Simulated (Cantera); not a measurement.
Feed: 1 mol Si3N4, 0.039 mol H2O, 24 mol H2, 0.034 mol CO2, held at 0.0100 bar.

Equilibrium computed with Cantera from the NASA thermochemical tables; the gas is ideal and each condensed phase is pure. Candidate condensed phases: C, C6H6, C7H8, C8H18, H2O, Si, SiC, SiO2, Si2N2O, Si3N4; 151 gas species. Mutual solubility and eutectic melting of coexisting phases are not modelled. Equilibrium is a limit: real reactors are often held back by kinetics, nucleation or transport.

Question: At 1200 K, list the 3 most abundant gas species with their mole fractions, and the condensed phases.

Answer: H2 0.998, N2 0.00240, CH4 2.37e-5. Condensed: SiC(s) + Si2N2O(s) + Si3N4(s).
